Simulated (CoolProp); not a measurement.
R1234yf along the isobar 101 kPa: density (kg/m³) from the reference equation and from simpler models built on Tc = 367.8 K, pc = 3384 kPa, ω = 0.276; each cubic takes its own stable root.

Values from CoolProp's reference Helmholtz-energy equation of state, Lemmon 2022.

```
T (K)   phase  reference
-----  ------  ---------
171.1  liquid       1452
188.2  liquid       1409
205.3  liquid       1365
222.3  liquid       1321
239.4  liquid       1275
256.4     gas      5.615
273.5     gas      5.221
290.6     gas      4.885
307.6     gas      4.594
324.7     gas      4.337
341.8     gas      4.109
358.8     gas      3.906
375.9     gas      3.722
392.9     gas      3.556
410       gas      3.403
```

Task: How far does each simpler model (van der Waals, Soave-Redlich-Kwong) lie from the reference over these 15 states: mean and median of the absolute difference, and the worst?

Result: 
- van der Waals: mean 29.7 %, median 0.9 %, worst -99.5 % at 239.4 K and 101 kPa
- Soave-Redlich-Kwong: mean 3.8 %, median 0.2 %, worst -11.9 % at 171.1 K and 101 kPa

At some of these states van der Waals gives the other phase, because its saturation line lies elsewhere.
